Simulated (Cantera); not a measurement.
Input: 1 mol BCl₃, 3.8 mol O₂, 1.2 mol N₂, equilibrated at 1973 K and 0.100 bar.

These are equilibrium values from Cantera (NASA tables, ideal gas, pure condensed phases), not measurements of a reactor. Candidate condensed phases: B, BN, B₂O₃; 25 gas species. The tables' values for BOCl are old estimates; treat these amounts as uncertain. Kinetics and transport are ignored.

Base state: O₂ 0.401, Cl 0.333, N₂ 0.157, B₂O₃ 0.0546, Cl₂ 0.0251, BOCl 0.0126, BO₂ 0.0106, NO 0.00438 (mole fractions); condensed: gas only.

Problem. What changes in the equilibrium state with this change: N₂ from 1.2 to 100 mol?

Solution. 
| species | before | after |
|---|---|---|
| N₂ | 0.157 | 0.937 |
| Cl | 0.333 | 0.0273 |
| O₂ | 0.401 | 0.0269 |
| Cl₂ | 0.0251 | 0.000168 |
| BOCl | 0.0126 | 0.000529 |
| B₂O₃ | 0.0546 | 0.00372 |
| BO₂ | 0.0106 | 0.00140 |
| ClO | 0.00103 | 2.18e-5 |
| O | 0.00109 | 0.000281 |
| NO | 0.00438 | 0.00277 |

Problem. What changes in the equilibrium state with this change: pressure from 0.100 bar to 57.0 mbar?

Solution. 
| species | before | after |
|---|---|---|
| O₂ | 0.401 | 0.396 |
| Cl | 0.333 | 0.349 |
| N₂ | 0.157 | 0.155 |
| Cl₂ | 0.0251 | 0.0157 |
| BO₂ | 0.0106 | 0.0120 |
| BOCl | 0.0126 | 0.0114 |
| B₂O₃ | 0.0546 | 0.0538 |
| BO | 8.12e-6 | 1.23e-5 |
| O | 0.00109 | 0.00143 |
| ClO | 0.00103 | 0.000808 |
| NO | 0.00438 | 0.00433 |

Problem. What changes in the equilibrium state with this change: temperature from 1973 K to 900 K?

Solution. 
```json
[
 {"species": "O₂", "before": "0.401", "after": "0.530"},
 {"species": "Cl₂", "before": "0.0251", "after": "0.261"},
 {"species": "N₂", "before": "0.157", "after": "0.209"},
 {"species": "Cl", "before": "0.333", "after": "0.000119"},
 {"species": "B₂O₃", "before": "0.0546", "after": "<1e-9"},
 {"species": "BOCl", "before": "0.0126", "after": "<1e-9"},
 {"species": "BO₂", "before": "0.0106", "after": "<1e-9"},
 {"species": "O", "before": "0.00109", "after": "<1e-9"},
 {"species": "NO", "before": "0.00438", "after": "7.54e-6"},
 {"species": "ClO", "before": "0.00103", "after": "2.31e-6"},
 {"species": "B₂O₃(l), mol", "before": "0", "after": "0.500"}
]
```
